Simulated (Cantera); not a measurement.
A perfectly stirred reactor is fed with 24.4 % NH₃, 75.6 % N₂, at 30.0 Torr; it is held at 2048 K, and followed from long to short residence time.

Cantera simulation using the gas-phase N/H chemistry of the illustrative SiF4/NH3 mechanism in the Surface Chemkin manual (1991); the numbers are that mechanism's predictions, not measurements. Walls and surfaces, which speed up NH3 decomposition in real reactors, are not modelled.

Q: Predict: x(NH₃) at τ = 13.0 s; x(NH₂) at τ = 13.0 s; x(H₂) at τ = 13.0 s; x(N) at τ = 13.0 s; x(NH₃) at τ = 35.0 ms; x(NH₂) at τ = 35.0 ms; x(H₂) at τ = 35.0 ms; x(N₂H₄) at τ = 35.0 ms; x(N) at τ = 35.0 ms.

A: 
* **x(NH₃) at τ = 13.0 s**: 0.00708
* **x(NH₂) at τ = 13.0 s**: 6.49e-5
* **x(H₂) at τ = 13.0 s**: 0.285
* **x(N) at τ = 13.0 s**: 1.70e-6
* **x(NH₃) at τ = 35.0 ms**: 0.220
* **x(NH₂) at τ = 35.0 ms**: 0.000860
* **x(H₂) at τ = 35.0 ms**: 0.0278
* **x(N₂H₄) at τ = 35.0 ms**: 9.36e-9
* **x(N) at τ = 35.0 ms**: 6.56e-7
